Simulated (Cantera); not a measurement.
Standard-state values (1 bar) from the NASA 1993 polynomials, evaluated with Cantera. Values are per mole of reaction as written; species without (g) are pure solids or liquids, kept so even where they would boil at 1 bar. VO: taken at fixed stoichiometry.

4 V2O3 + 2 NH3(g) ⇌ 3 H2(g) + 8 VO + 2 NO2(g)

```csv
T (K),ΔH° (kJ),ΔS° (J/K),ΔG° (kJ),log10 K
2600,1520.6,423.1,420.4,-8.45
2650,1518.0,422.2,399.3,-7.87
2700,1515.5,421.2,378.2,-7.32
2750,___,___,___,___
2800,1510.4,419.4,336.2,-6.27
2850,___,___,___,___
2900,1505.4,417.6,294.3,-5.30
```

Question: Complete the blanks.

Answer: 
- 2750, ΔH° (kJ): 1513.0
- 2750, ΔS° (J/K): 420.3
- 2750, ΔG° (kJ): 357.2
- 2750, log10 K: -6.78
- 2850, ΔH° (kJ): 1507.9
- 2850, ΔS° (J/K): 418.5
- 2850, ΔG° (kJ): 315.2
- 2850, log10 K: -5.78
